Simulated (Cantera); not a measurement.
Adiabatic ignition

An adiabatic, constant-volume homogeneous reactor starts with 14.2 % CH₄, 0.652 % H₂, 17.9 % O₂, 67.3 % N₂, equivalence ratio 1.6, at 1198 K and 750 Torr.

Computed with Cantera and GRI-Mech 3.0 (53 species, 325 reactions).

```json
[
 {"t (s)": "5.00e-6", "T (K)": "1198", "P (bar)": "1.00", "x CH₄": "0.142", "x H₂": "0.00652", "x O₂": "0.179", "x NO": "<1e-12", "x C₂H₆": "<1e-12"},
 {"t (s)": "1.52e-5", "T (K)": "1198", "P (bar)": "1.00", "x CH₄": "0.142", "x H₂": "0.00652", "x O₂": "0.179", "x NO": "<1e-12", "x C₂H₆": "<1e-12"},
 {"t (s)": "4.60e-5", "T (K)": "1198", "P (bar)": "1.00", "x CH₄": "0.142", "x H₂": "0.00652", "x O₂": "0.179", "x NO": "<1e-12", "x C₂H₆": "3.13e-12"},
 {"t (s)": "0.000140", "T (K)": "1198", "P (bar)": "1.000", "x CH₄": "0.142", "x H₂": "0.00652", "x O₂": "0.179", "x NO": "<1e-12", "x C₂H₆": "1.06e-10"},
 {"t (s)": "0.000423", "T (K)": "1198", "P (bar)": "1.000", "x CH₄": "0.142", "x H₂": "0.00652", "x O₂": "0.179", "x NO": "<1e-12", "x C₂H₆": "5.50e-9"},
 {"t (s)": "0.00128", "T (K)": "1198", "P (bar)": "1.00", "x CH₄": "0.142", "x H₂": "0.00652", "x O₂": "0.179", "x NO": "<1e-12", "x C₂H₆": "7.63e-7"},
 {"t (s)": "0.00389", "T (K)": "1199", "P (bar)": "1.00", "x CH₄": "0.142", "x H₂": "0.00650", "x O₂": "0.178", "x NO": "<1e-12", "x C₂H₆": "3.38e-5"},
 {"t (s)": "0.0118", "T (K)": "1203", "P (bar)": "1.00", "x CH₄": "0.141", "x H₂": "0.00648", "x O₂": "0.178", "x NO": "<1e-12", "x C₂H₆": "0.000210"},
 {"t (s)": "0.0358", "T (K)": "2761", "P (bar)": "2.58", "x CH₄": "3.88e-12", "x H₂": "0.0913", "x O₂": "0.000412", "x NO": "0.00118", "x C₂H₆": "<1e-12"},
 {"t (s)": "0.109", "T (K)": "2760", "P (bar)": "2.57", "x CH₄": "3.91e-12", "x H₂": "0.0914", "x O₂": "0.000407", "x NO": "0.00134", "x C₂H₆": "<1e-12"},
 {"t (s)": "0.330", "T (K)": "2760", "P (bar)": "2.57", "x CH₄": "3.91e-12", "x H₂": "0.0914", "x O₂": "0.000407", "x NO": "0.00134", "x C₂H₆": "<1e-12"},
 {"t (s)": "1.00", "T (K)": "2760", "P (bar)": "2.57", "x CH₄": "3.91e-12", "x H₂": "0.0914", "x O₂": "0.000407", "x NO": "0.00134", "x C₂H₆": "<1e-12"}
]
```
x: mole fraction; the columns are a selection and need not sum to one.

```
Quantity                                                              Result
---------------------------------  -----------------------------------------
time of steepest temperature rise                                    34.5 ms
temperature at 1.00 s                                                 2760 K
equilibrium temperature                                               2760 K
x(CH₄) at 1.00 s                   3.91e-12 (gas-phase equilibrium 4.49e-12)
x(H₂) at 1.00 s                        0.0914 (gas-phase equilibrium 0.0914)
x(O₂) at 1.00 s                    0.000407 (gas-phase equilibrium 0.000407)
```
